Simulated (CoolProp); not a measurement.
20 sccm (0 °C, 1 atm) of nitrogen bubbles through liquid R141b at 276.6 K and leaves saturated at a total pressure of 0.116 MPa (ideal gas phase). Each further row changes one setting.

Computed with CoolProp (reference Helmholtz-energy equation of state, Lemmon 2006). It is a short technical equation, of lower accuracy than the large ones.

| case | vapour pressure (kPa) | mole fraction of vapour | delivery (mg/min) | delivery (sccm) | change of delivery for a bath 1 K warmer (%) |
|---|---|---|---|---|---|
| as stated | 32.8 | 0.283 | [?] | 7.89 | 6.4 |
| bath temperature 281.6 K | 40.7 | [?] | 56.5 | 10.8 | 6.8 |
| total pressure 0.232 MPa | 32.8 | 0.141 | 17.2 | [?] | [?] |

Task: Complete the blanks.

Result: 
- as stated, delivery (mg/min): 41.2
- bath temperature 281.6 K, mole fraction of vapour: 0.351
- total pressure 0.232 MPa, delivery (sccm): 3.29
- total pressure 0.232 MPa, change of delivery for a bath 1 K warmer (%): 5.3
